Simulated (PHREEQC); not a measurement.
# Buffer: speciation

Consider water at 25 °C with 110 mmol/kgw H3PO4 and 150 mmol/kgw Na2CO3. Closed to the air; pH follows from the charge balance.

All values are PHREEQC results (ion-association model, phreeqc.dat), not measurements.

No solid was allowed to form.

Q: What pH does the model give?

A: pH 6.84.

Q: In which forms is Na present?

A: Na+ 94 %, NaHCO3 3.0 %, NaHPO4- 2.6 % of the Na.

Species that the database lacks are ignored.
